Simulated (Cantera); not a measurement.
Charge: 1 mol TEOS, 27 mol O2, 51 mol N2, held at 1675 K and 6.60 Torr.

Equilibrium computed with Cantera from the NASA thermochemical tables; the gas is ideal and each condensed phase is pure. Candidate condensed phases: C, C6H6, C7H8, C8H18, H2O, Si, SiC, SiO2, Si2N2O, Si3N4; 151 gas species. The feed counts by its element totals alone. The tables hold silica as quartz up to 1696 K and as liquid above; real silica turns to tridymite and cristobalite and melts near 1996 K. The numbers say what is thermodynamically allowed, not how fast it happens.

Base state: N2 0.606, O2 0.177, H2O 0.118, CO2 0.0951, NO 0.00212, OH 0.00104, O 0.000153, CO 0.000123 (mole fractions); condensed: SiO2(β-quartz).

What changes in the equilibrium state with this change: O2 from 27 to 1.8 mol?


```json
[
 {"species": "N2", "before": "0.606", "after": "0.743"},
 {"species": "H2", "before": "4.62e-5", "after": "0.145"},
 {"species": "CO", "before": "0.000123", "after": "0.106"},
 {"species": "O2", "before": "0.177", "after": "<1e-9"},
 {"species": "CO2", "before": "0.0951", "after": "5.60e-8"},
 {"species": "H2O", "before": "0.118", "after": "2.54e-7"},
 {"species": "SiO", "before": "6.96e-9", "after": "0.00453"},
 {"species": "NO", "before": "0.00212", "after": "<1e-9"},
 {"species": "OH", "before": "0.00104", "after": "<1e-9"},
 {"species": "HCN", "before": "<1e-9", "after": "0.000311"},
 {"species": "SiO2(β-quartz), mol", "before": "1.000", "after": "0"},
 {"species": "SiC(s), mol", "before": "0", "after": "0.689"}
]
```

What changes in the equilibrium state with this change: temperature from 1675 K to 1825 K?


```json
[
 {"species": "N2", "before": "0.606", "after": "0.604"},
 {"species": "O2", "before": "0.177", "after": "0.176"},
 {"species": "H2O", "before": "0.118", "after": "0.117"},
 {"species": "OH", "before": "0.00104", "after": "0.00271"},
 {"species": "NO", "before": "0.00212", "after": "0.00362"},
 {"species": "CO2", "before": "0.0951", "after": "0.0945"},
 {"species": "H", "before": "8.42e-6", "after": "6.67e-5"},
 {"species": "CO", "before": "0.000123", "after": "0.000638"},
 {"species": "O", "before": "0.000153", "after": "0.000687"},
 {"species": "SiO2(β-quartz), mol", "before": "1.000", "after": "0"},
 {"species": "SiO2(condensed), mol", "before": "0", "after": "1.000"}
]
```

What changes in the equilibrium state with this change: temperature from 1675 K to 950 K?


```
species                before    after
-------------------  --------  -------
N2                      0.606    0.607
O2                      0.177    0.179
H2O                     0.118    0.119
NO                    0.00212  1.42e-5
CO2                    0.0951   0.0952
O                    0.000153    <1e-9
CO                   0.000123    <1e-9
H2                    4.62e-5    <1e-9
OH                    0.00104  1.41e-7
SiO2(β-quartz), mol     1.000     1.00
```
